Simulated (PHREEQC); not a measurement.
## Arsenic or selenium liquor (model solution)

A solution holds 5.6 mmol/kgw Na2SeO4 and 3.3 mmol/kgw H3PO4, at 25 °C. Closed to the air; pH follows from the charge balance.

The numbers come from PHREEQC with the ion-association model, wateq4f.dat.

The pH is 2.69 and the ionic strength is 0.0188 mol/kgw. The total alkalinity is -3.30 meq/kg.

| species | molality | activity | log γ |
|---|---|---|---|
| Na+ | 0.0112 | 0.00980 | -0.058 |
| SeO4-2 | 0.00527 | 0.00307 | -0.234 |
| H2PO4- | 0.00261 | 0.00230 | -0.056 |
| H+ | 0.00229 | 0.00204 | -0.050 |
| H3PO4 | 0.000686 | 0.000689 | 0.002 |
| HSeO4- | 0.000328 | 0.000287 | -0.059 |
| HPO4-2 | 1.18e-7 | 6.99e-8 | -0.228 |
| NaHPO4- | 1.52e-9 | 1.34e-9 | -0.056 |

This is a speciation only: nothing precipitates in the calculation. H3PO4, which wateq4f.dat lacks, is added to it with the constant of phreeqc.dat.
